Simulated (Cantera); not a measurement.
## Hydrocarbon pyrolysis for carbon deposition

An isothermal, constant-pressure homogeneous reactor starts with C2H6 : N2 = 1 : 49 (molar parts), at 1248 K and 0.630 bar.

Detailed kinetics in Cantera: GRI-Mech 3.0 (53 species, 325 reactions). GRI-Mech 3.0 stops at C3 and has no aromatics, soot or wall deposition, so with more carbon than oxygen in the feed, carbon stays in small species such as C2H2 where larger ones or solid carbon would form.

| t (s) | x C2H6 | x C2H2 | x H2 | x CH4 | x C2H4 |
|---|---|---|---|---|---|
| 0.000100 | 0.0200 | 6.28e-11 | 3.72e-6 | 1.49e-6 | 3.93e-6 |
| 0.000203 | 0.0200 | 3.26e-9 | 2.78e-5 | 5.53e-6 | 2.87e-5 |
| 0.000412 | 0.0198 | 1.12e-7 | 0.000160 | 1.92e-5 | 0.000165 |
| 0.000835 | 0.0193 | 1.67e-6 | 0.000594 | 6.07e-5 | 0.000613 |
| 0.00169 | 0.0182 | 1.24e-5 | 0.00158 | 0.000161 | 0.00162 |
| 0.00344 | 0.0160 | 6.49e-5 | 0.00353 | 0.000370 | 0.00357 |
| 0.00697 | 0.0122 | 0.000286 | 0.00712 | 0.000789 | 0.00692 |
| 0.0141 | 0.00653 | 0.00108 | 0.0127 | 0.00151 | 0.0113 |
| 0.0287 | 0.00183 | 0.00309 | 0.0186 | 0.00225 | 0.0135 |
| 0.0582 | 0.000319 | 0.00568 | 0.0223 | 0.00255 | 0.0122 |
| 0.118 | 6.13e-5 | 0.00780 | 0.0246 | 0.00263 | 0.0103 |
| 0.240 | 1.78e-5 | 0.00955 | 0.0263 | 0.00266 | 0.00855 |
| 0.486 | 9.51e-6 | 0.0113 | 0.0280 | 0.00268 | 0.00674 |
| 0.986 | 6.62e-6 | 0.0133 | 0.0300 | 0.00271 | 0.00470 |
| 2.00 | 4.22e-6 | 0.0150 | 0.0316 | 0.00274 | 0.00298 |
x: mole fraction; the columns are a selection and need not sum to one.

Equilibrium at this temperature and pressure: C2H6 8.26e-7, C2H2 0.00432, H2 0.0307, CH4 0.00497, C2H4 0.000488 (gas phase only).
